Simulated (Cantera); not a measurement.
A closed system holds: 1 mol Fe, 1.3 mol Cl2, 0.61 mol O2, at 10.0 mbar.

Method: chemical equilibrium by Gibbs-energy minimisation in Cantera with the NASA 1993 tables (ideal gas, pure condensed phases). Candidate condensed phases: Fe, FeCl2, FeCl3, FeO, Fe2O3, Fe3O4; 13 gas species. Kinetics and transport are ignored.

x: gas mole fraction; n: condensed amount in mol.

```csv
T (K),x Cl2,x FeCl2,x O2,x FeCl3,x Cl,n Fe2O3(s)
900,0.843,0.00133,0.00165,0.150,0.000679,0.405
950,0.831,0.00304,0.00600,0.157,0.00161,0.402
1000,0.803,0.00670,0.0174,0.169,0.00348,0.392
1050,0.750,0.0146,0.0395,0.189,0.00686,0.374
1100,0.671,0.0310,0.0727,0.213,0.0124,(withheld)
1150,0.569,0.0621,0.115,0.233,0.0207,(withheld)
1200,0.454,0.114,0.163,0.237,0.0318,(withheld)
1250,0.336,0.190,0.211,0.217,0.0452,(withheld)
1300,0.227,0.281,0.256,0.176,0.0592,(withheld)
1350,0.141,0.370,0.292,0.125,0.0715,(withheld)
1400,0.0810,0.441,0.317,0.0797,0.0809,(withheld)
```

Complete the blanks.


- 1100, n Fe2O3(s): 0.345
- 1150, n Fe2O3(s): 0.306
- 1200, n Fe2O3(s): 0.257
- 1250, n Fe2O3(s): 0.197
- 1300, n Fe2O3(s): 0.130
- 1350, n Fe2O3(s): 0.0617
- 1400, n Fe2O3(s): 0.00376
